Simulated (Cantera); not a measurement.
A closed system holds: 1 mol HI, 8.8 mol H₂O, equilibrated at 3425 K and 4.30 mbar.

Cantera equilibrium calculation (NASA polynomials, part measured and part estimated; ideal gas, pure solids and liquids). Candidate condensed phases: H₂O, I₂; 12 gas species. Equilibrium is a limit: real reactors are often held back by kinetics, nucleation or transport.

Base state: H 0.645, O 0.304, I 0.0358, H₂ 0.00725, OH 0.00583, O₂ 0.00241, H₂O 0.000149, HI 1.37e-5 (mole fractions); condensed: gas only.

Question: What changes in the equilibrium state with this change: temperature from 3425 K to 948.15 K?

Answer: 
| species | before | after |
|---|---|---|
| H₂O | 0.000149 | 0.882 |
| HI | 1.37e-5 | 0.0565 |
| I | 0.0358 | 0.0346 |
| H | 0.645 | 1.19e-9 |
| O | 0.304 | <1e-9 |
| H₂ | 0.00725 | 0.0219 |
| OH | 0.00583 | <1e-9 |
| O₂ | 0.00241 | <1e-9 |
